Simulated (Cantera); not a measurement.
NO annealing gas

An isothermal, constant-pressure homogeneous reactor starts with NO : N2 = 1 : 3.4 (molar parts), at 2000 K and 0.480 bar.

Computed with Cantera and GRI-Mech 3.0 (53 species, 325 reactions).

```csv
t (s),x NO,x O,x O2,x N2O,x N2
4.00e-6,0.227,1.14e-7,3.81e-11,1.15e-7,0.773
1.10e-5,0.227,3.11e-7,2.83e-10,3.14e-7,0.773
3.01e-5,0.227,8.30e-7,2.10e-9,8.52e-7,0.773
8.26e-5,0.227,2.16e-6,1.53e-8,2.27e-6,0.773
0.000227,0.227,5.55e-6,1.15e-7,5.74e-6,0.773
0.000622,0.227,1.54e-5,1.04e-6,1.27e-5,0.773
0.00171,0.227,4.16e-5,1.25e-5,2.11e-5,0.773
0.00469,0.227,6.46e-5,0.000106,2.39e-5,0.773
0.0129,0.226,6.80e-5,0.000424,2.38e-5,0.773
0.0353,0.224,7.38e-5,0.00130,2.34e-5,0.774
0.0968,0.220,8.79e-5,0.00376,2.23e-5,0.777
0.266,0.206,0.000119,0.0106,1.93e-5,0.783
0.729,0.170,0.000175,0.0286,1.29e-5,0.801
2.00,0.0971,0.000252,0.0649,4.23e-6,0.838
```
x: mole fraction; the columns are a selection and need not sum to one.

Equilibrium at this temperature and pressure: NO 0.00591, O 0.000323, O2 0.110, N2O 2.44e-7, N2 0.883 (gas phase only).
